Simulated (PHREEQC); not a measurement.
0.02 g of hydrous ferric oxide (600 m²/g; 0.2 weak and 0.005 strong sites per Fe, Dzombak-Morel constants, diffuse double layer) in 1 kg of water with 0.01 mol/kgw of an inert sodium salt and 5.5e-07 mol/kgw SrCl2 and 8.9e-08 mol/kgw NiCl2, at 25 °C; the pH is set by adding NaOH or the inert anion's acid. Oxygen alone is held at its pressure in air (log pO2 = -0.68). The system is closed to CO2. No solid was allowed to form.

Computed with PHREEQC (ion-association model, wateq4f.dat).

```json
[
 {"pH": "4", "Sr sorbed (%)": "0.0", "Ni sorbed (%)": "0.0", "surface charge σ (C/m²)": "0.216", "surface potential ψ (mV)": "185"},
 {"pH": "4.38", "Sr sorbed (%)": "0.0", "Ni sorbed (%)": "0.0", "surface charge σ (C/m²)": "0.173", "surface potential ψ (mV)": "174"},
 {"pH": "5.12", "Sr sorbed (%)": "0.0", "Ni sorbed (%)": "0.1", "surface charge σ (C/m²)": "0.103", "surface potential ψ (mV)": "148"},
 {"pH": "5.5", "Sr sorbed (%)": "0.0", "Ni sorbed (%)": "0.2", "surface charge σ (C/m²)": "0.077", "surface potential ψ (mV)": "132"},
 {"pH": "6.25", "Sr sorbed (%)": "0.0", "Ni sorbed (%)": "5.0", "surface charge σ (C/m²)": "0.039", "surface potential ψ (mV)": "99"},
 {"pH": "6.62", "Sr sorbed (%)": "0.0", "Ni sorbed (%)": "20.1", "surface charge σ (C/m²)": "0.027", "surface potential ψ (mV)": "80"},
 {"pH": "7.38", "Sr sorbed (%)": "0.2", "Ni sorbed (%)": "86.8", "surface charge σ (C/m²)": "0.010", "surface potential ψ (mV)": "40"},
 {"pH": "7.75", "Sr sorbed (%)": "1.1", "Ni sorbed (%)": "97.1", "surface charge σ (C/m²)": "0.005", "surface potential ψ (mV)": "20"},
 {"pH": "8.5", "Sr sorbed (%)": "20.2", "Ni sorbed (%)": "99.9", "surface charge σ (C/m²)": "-0.005", "surface potential ψ (mV)": "-21"},
 {"pH": "8.88", "Sr sorbed (%)": "50.1", "Ni sorbed (%)": "100.0", "surface charge σ (C/m²)": "-0.010", "surface potential ψ (mV)": "-41"},
 {"pH": "9.62", "Sr sorbed (%)": "93.2", "Ni sorbed (%)": "100.0", "surface charge σ (C/m²)": "-0.026", "surface potential ψ (mV)": "-79"},
 {"pH": "10", "Sr sorbed (%)": "98.2", "Ni sorbed (%)": "100.0", "surface charge σ (C/m²)": "-0.039", "surface potential ψ (mV)": "-98"}
]
```
